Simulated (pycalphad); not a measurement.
An equivalent pycalphad script:

```python
from pycalphad import Database, equilibrium, calculate, variables as v
import numpy as np
db = Database('COST507.tdb')
comps = ['AL', 'SI', 'MN', 'VA']
phases = ['AL11MN4', 'AL12MN', 'AL4MN', 'AL6MN', 'AL8MN5_D810', 'ALMNSI_ALPHA', 'ALMNSI_BETA', 'ALMNSI_DELTA', 'BCC_A2', 'CBCC_A12', 'CUB_A13', 'DIAMOND_A4', 'FCC_A1', 'HCP_A3', 'LIQUID', 'MN11SI19', 'MN3SI', 'MN5SI3', 'MN6SI', 'MN9SI2', 'MNSI']
eq = equilibrium(db, comps, phases, {v.X('SI'): 0.0967, v.X('MN'): 0.2016, v.T: np.arange(2350, 499, -75), v.P: 101325, v.N: 1}, output=['HM', 'SM'])
```

Source of the numbers: pycalphad with the COST 507 light-alloy database (1999); pressure 1 atm. No gas phase is included, though pure Mn would boil below 2077 °C. The data set is of 1999 and partly superseded. Amounts are mole fractions of atoms. Kinetics are ignored, which matters at the lower temperatures.

Results at three of the temperatures:

```
T = 1900.00 K, P = 101325 Pa, N = 1 mol of atoms
G = -136009 J/mol, H = 52904 J/mol, S = 99.43 J/(mol K)  (SER reference)
chemical potentials (J/mol): Al -123815, Si -151050, Mn -171235
phase             fraction      x(Al)      x(Si)      x(Mn)
LIQUID              1.0000     0.7017     0.0967     0.2016
```

```
T = 1375.00 K, P = 101325 Pa, N = 1 mol of atoms
G = -86586 J/mol, H = 34788 J/mol, S = 88.27 J/(mol K)  (SER reference)
chemical potentials (J/mol): Al -76319, Si -93516, Mn -118997
phase             fraction      x(Al)      x(Si)      x(Mn)
LIQUID              1.0000     0.7017     0.0967     0.2016
```

```
T = 1075.00 K, P = 101325 Pa, N = 1 mol of atoms
G = -63598 J/mol, H = 3792 J/mol, S = 62.69 J/(mol K)  (SER reference)
chemical potentials (J/mol): Al -49187, Si -56112, Mn -117351
phase             fraction      x(Al)      x(Si)      x(Mn)
ALMNSI_BETA         0.8427     0.6653     0.1040     0.2308
LIQUID              0.1573     0.8969     0.0578     0.0453
```

Changes of the phase set, refined by bisection:

| T (°C) | phases above | phases below |
|---|---|---|
| 951.4 | LIQUID | ALMNSI_BETA + LIQUID |
| 731.4 | ALMNSI_BETA + LIQUID | ALMNSI_ALPHA + ALMNSI_BETA + LIQUID |
| 718.4 | ALMNSI_ALPHA + ALMNSI_BETA + LIQUID | ALMNSI_ALPHA + ALMNSI_BETA |

Database names, with the compositions (at.%) that they take in these runs: ALMNSI_BETA: Al 67-70 Mn 23 Si 7-10; ALMNSI_ALPHA: Al 71 Mn 17 Si 11.
